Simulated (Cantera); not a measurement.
# Hydrocarbon pyrolysis for carbon deposition

An isothermal, constant-pressure homogeneous reactor starts with C2H6 : N2 = 1 : 69 (molar parts), at 1450 K and 0.0263 atm.

Detailed kinetics in Cantera: GRI-Mech 3.0 (53 species, 325 reactions). GRI-Mech 3.0 stops at C3 and has no aromatics, soot or wall deposition, so with more carbon than oxygen in the feed, carbon stays in small species such as C2H2 where larger ones or solid carbon would form. Radical loss at walls, strong at low pressure, is not modelled.

```csv
t (s),x C2H6,x C2H4,x H,x HCN,x CH4,x CH3
1.00e-6,0.0143,4.22e-12,3.94e-10,<1e-12,8.66e-11,1.06e-6
4.64e-6,0.0143,1.33e-10,1.85e-9,<1e-12,1.87e-9,4.91e-6
2.15e-5,0.0143,6.72e-9,1.25e-8,<1e-12,4.01e-8,2.27e-5
0.000100,0.0142,4.64e-7,2.89e-7,<1e-12,8.59e-7,0.000105
0.000464,0.0140,3.99e-5,8.56e-6,1.25e-10,1.79e-5,0.000459
0.00215,0.0113,0.00186,6.96e-5,1.51e-7,0.000330,0.00153
0.0100,0.00183,0.00786,0.000129,1.01e-6,0.00262,0.00101
0.0464,1.87e-5,0.00327,4.30e-5,1.49e-6,0.00322,0.000135
0.215,1.90e-6,0.000767,1.37e-5,1.52e-6,0.00314,3.82e-5
1.00,5.01e-7,5.02e-5,6.87e-6,1.52e-6,0.00307,1.82e-5
4.64,3.64e-7,1.15e-5,6.25e-6,1.53e-6,0.00289,1.54e-5
21.5,2.35e-7,8.84e-6,6.76e-6,1.56e-6,0.00225,1.25e-5
100,5.64e-8,5.54e-6,8.10e-6,1.68e-6,0.00101,6.26e-6
```
x: mole fraction; the columns are a selection and need not sum to one.

Equilibrium at this temperature and pressure: C2H6 8.18e-12, C2H4 8.63e-7, H 9.72e-6, HCN 0.0228, CH4 9.06e-6, CH3 6.38e-8 (gas phase only).
